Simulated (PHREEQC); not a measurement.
Solution (25 °C): 7.4 mmol/kgw Na2SeO3, 11 mmol/kgw HCl and 0.24 mmol/kgw NaCl. Closed to the air; pH follows from the charge balance.

Equilibrium calculation in PHREEQC: ion-association model, wateq4f.dat.

Each row changes one thing in this solution. No solid was allowed to form.

```csv
case,pH,ionic strength (mol/kgw),HSeO3- (mol/kgw),SeO3-2 (mol/kgw),SI of Halite (NaCl)
as made,2.99,0.0162,0.00493,2.25e-8,-5.46
HCl left out,10.05,0.0223,0.000131,0.00727,-7.15
NaCl from 0.00024 to 0.00048 mol/kgw,2.99,0.0164,0.00493,2.25e-8,-5.45
NaCl left out,2.99,0.0159,0.00493,2.24e-8,-5.48
temperature from 25 to 70 °C,2.99,0.0162,0.00494,2.33e-8,-5.56
diluted 2-fold with water,3.14,0.00831,0.00269,1.55e-8,-6.04
NaCl from 0.00024 to 0.000264 mol/kgw,2.99,0.0162,0.00493,2.25e-8,-5.46
```

Constants without temperature data keep their 25 °C values here.
